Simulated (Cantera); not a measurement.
An adiabatic, constant-volume homogeneous reactor starts with CH4 : CO : O2 : N2 = 1 : 0.46 : 1.11 : 10.3 (molar parts), equivalence ratio 2.0, at 1423 K and 10.0 bar. Integrator tolerance rtol = 1e-08.

Detailed kinetics in Cantera: GRI-Mech 3.0 (53 species, 325 reactions).

```
quantity                                                              before                                      after
---------------------------------  -----------------------------------------  -----------------------------------------
time of steepest temperature rise                                    1.63 ms                                   0.528 ms
temperature at 2.00 s                                                 2295 K                                     2388 K
equilibrium temperature                                               2295 K                                     2388 K
x(CH4) at 2.00 s                     1.14e-9 (gas-phase equilibrium 1.27e-9)  6.79e-10 (gas-phase equilibrium 7.56e-10)
x(CO) at 2.00 s                        0.0900 (gas-phase equilibrium 0.0900)      0.0904 (gas-phase equilibrium 0.0904)
x(O2) at 2.00 s                      2.39e-7 (gas-phase equilibrium 2.39e-7)    7.03e-7 (gas-phase equilibrium 7.03e-7)
x(H2O2) at 2.00 s                  6.42e-10 (gas-phase equilibrium 6.42e-10)    1.37e-9 (gas-phase equilibrium 1.37e-9)
x(NO) at 2.00 s                      1.62e-5 (gas-phase equilibrium 1.62e-5)    3.35e-5 (gas-phase equilibrium 3.35e-5)
x(HCN) at 2.00 s                     7.67e-7 (gas-phase equilibrium 7.67e-7)    7.30e-7 (gas-phase equilibrium 7.30e-7)
```

Problem. Which change was made?
(A) CH4 1 to 0.46 parts
(B) initial temperature 1423 to 1523 K
(C) N2 10.3 to 3.4 parts
(D) initial temperature 1423 to 1475 K

Solution. B, initial temperature 1423 to 1523 K
